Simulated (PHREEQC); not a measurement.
A solution holds 9.7 mmol/kgw HCl, 0.27 mmol/kgw MnSO4 and 12 mmol/kgw LiOH, at 45 °C. Closed to the air; pH follows from the charge balance.

All values are PHREEQC results (ion-association model, phreeqc.dat), not measurements.

Question: The ionic strength comes out as 0.0126 mol/kgw. What activity coefficients do Li+, Mn+2, OH-, LiSO4-, MnCl+ get?

Answer: Li+ 0.89, Mn+2 0.64, OH- 0.89, LiSO4- 0.89, MnCl+ 0.89.

No solid was allowed to form. Constants without temperature data keep their 25 °C values here.
